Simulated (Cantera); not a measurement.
# Mg(OH)2 + H2O + CO2 (calcination and drying)

Feed: 1 mol Mg(OH)2, 0.09 mol H2O, 0.061 mol CO2, at 0.260 bar.

These are equilibrium values from Cantera (NASA tables, ideal gas, pure condensed phases), not measurements of a reactor. Candidate condensed phases: C, C6H6, C7H8, C8H18, H2O, Mg, MgCO3, MgO, Mg(OH)2; 116 gas species. The numbers say what is thermodynamically allowed, not how fast it happens.

From 1452 °C to 1852 °C the condensed part is MgO(s). The main Mg-bearing gas is Mg(OH)2 throughout.

| T (°C) | x H2O | x CO2 | x H2 | x O2 | x OH | n MgO(s) |
|---|---|---|---|---|---|---|
| 1452 | 0.944 | 0.0526 | 0.00164 | 0.000864 | 0.000468 | 1.000 |
| 1502 | 0.943 | 0.0524 | 0.00227 | 0.00120 | 0.000699 | 1.000 |
| 1552 | 0.941 | 0.0522 | 0.00309 | 0.00163 | 0.00102 | 1.000 |
| 1602 | 0.939 | 0.0519 | 0.00415 | 0.00219 | 0.00146 | 1.000 |
| 1652 | 0.937 | 0.0515 | 0.00547 | 0.00289 | 0.00205 | 1.000 |
| 1702 | 0.933 | 0.0510 | 0.00712 | 0.00375 | 0.00283 | 1.000 |
| 1752 | 0.929 | 0.0503 | 0.00914 | 0.00480 | 0.00383 | 1.000 |
| 1802 | 0.924 | 0.0495 | 0.0116 | 0.00607 | 0.00512 | 1.000 |
| 1852 | 0.918 | 0.0485 | 0.0145 | 0.00758 | 0.00673 | 1.000 |
x: gas mole fraction; n: condensed amount in mol.
